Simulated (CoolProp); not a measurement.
Properties of hydrogen sulfide along the isotherm 391.3 K.

Model: reference Helmholtz-energy equation of state, Lemmon 2006, in CoolProp. It is a short technical equation, of lower accuracy than the large ones.

```
p (MPa)          phase  cv (kJ/(kg K))  isothermal compressibility (1/MPa)  expansivity (1/kK)  viscosity (µPa s)
-------  -------------  --------------  ----------------------------------  ------------------  -----------------
0.0427             gas          0.7953                               23.45               2.567               16.0
0.0759             gas          0.7958                               13.21               2.576               16.0
0.135              gas          0.7967                               7.439               2.591               16.0
0.24               gas          0.7984                               4.199               2.619               16.0
0.427              gas          0.8013                               2.375               2.671               16.0
0.759              gas          0.8065                               1.351               2.768               16.0
1.35               gas          0.8161                              0.7762               2.955               15.9
2.4                gas          0.8344                              0.4557               3.349               16.0
4.27               gas          0.8712                              0.2820               4.335               16.2
7.59               gas          0.9595                              0.2121               8.354               17.9
13.5     supercritical           1.090                             0.08768               20.95               45.3
```

Viscosity comes from a separate model (Quiñones-Cisneros 2012).
